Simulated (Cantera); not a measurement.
# Moist CO burnout

An isothermal, constant-pressure homogeneous reactor starts with CO : O2 : H2O : N2 = 0.0046 : 0.014 : 0.00012 : 1 (molar parts), equivalence ratio 0.16, at 1125 K and 0.661 atm.

Detailed kinetics in Cantera: GRI-Mech 3.0 (53 species, 325 reactions).

```tsv
t (s)	x CO	x O2	x H2O	x H2	x OH
0.000600	0.00452	0.0137	0.000118	<1e-12	<1e-12
0.00133	0.00452	0.0137	0.000118	<1e-12	3.52e-12
0.00293	0.00452	0.0137	0.000118	<1e-12	1.18e-11
0.00648	0.00452	0.0137	0.000118	<1e-12	3.79e-11
0.0143	0.00452	0.0137	0.000118	3.63e-12	1.44e-10
0.0317	0.00452	0.0137	0.000118	4.42e-11	9.58e-10
0.0701	0.00451	0.0137	0.000118	8.95e-9	6.21e-8
0.155	0.00293	0.0129	0.000112	1.68e-6	3.73e-6
0.343	0.000988	0.0120	0.000116	6.62e-7	2.36e-6
0.757	0.000256	0.0116	0.000117	1.68e-7	1.28e-6
1.67	5.57e-5	0.0115	0.000118	3.04e-8	6.53e-7
3.70	1.02e-5	0.0115	0.000118	4.32e-9	3.35e-7
8.18	1.48e-6	0.0115	0.000118	5.88e-10	1.74e-7
18.1	1.54e-7	0.0115	0.000118	1.14e-10	9.85e-8
40.0	8.40e-9	0.0115	0.000118	4.04e-11	6.58e-8
```
x: mole fraction; the columns are a selection and need not sum to one.

Equilibrium at this temperature and pressure: CO 1.38e-10, O2 0.0115, H2O 0.000118, H2 3.26e-12, OH 1.86e-8 (gas phase only).
